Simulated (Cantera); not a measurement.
A closed system holds: 1 mol SiH₄, a varied amount of N₂O, 2.6 mol N₂, held at 1750 K and 11000 Pa.

These are equilibrium values from Cantera (NASA tables, ideal gas, pure condensed phases), not measurements of a reactor. Candidate condensed phases: H₂O, Si, SiO₂, Si₂N₂O, Si₃N₄; 35 gas species. Mutual solubility and eutectic melting of coexisting phases are not modelled. The tables hold silica as quartz up to 1696 K and as liquid above; real silica turns to tridymite and cristobalite and melts near 1996 K. Gases not in the tables: Si(OH)₄. The numbers say what is thermodynamically allowed, not how fast it happens.

Q: Which condensed phases are stable at each of these points (n(N₂O) (mol)): 0.13, 0.2, 0.32, 0.5, 0.79, 1.2, 1.9, 3.1, 4.8, 7.6, 12?

A: 
```
n(N₂O) (mol)             condensed phases  Si condensed (%)
------------  ---------------------------  ----------------
0.13                 Si₂N₂O(s) + Si₃N₄(s)              99.8
0.2                  Si₂N₂O(s) + Si₃N₄(s)              99.8
0.32                 Si₂N₂O(s) + Si₃N₄(s)              99.8
0.5                  Si₂N₂O(s) + Si₃N₄(s)              99.8
0.79          SiO₂(condensed) + Si₂N₂O(s)              92.3
1.2           SiO₂(condensed) + Si₂N₂O(s)              91.6
1.9           SiO₂(condensed) + Si₂N₂O(s)              90.4
3.1                       SiO₂(condensed)             100.0
4.8                       SiO₂(condensed)             100.0
7.6                       SiO₂(condensed)             100.0
12                        SiO₂(condensed)             100.0
```

From 0.13 mol N₂O to 0.5 mol N₂O the condensed part is Si₂N₂O(s) + Si₃N₄(s). From 0.79 mol N₂O to 1.9 mol N₂O the condensed part is SiO₂(condensed) + Si₂N₂O(s). From 3.1 mol N₂O to 12 mol N₂O the condensed part is SiO₂(condensed).
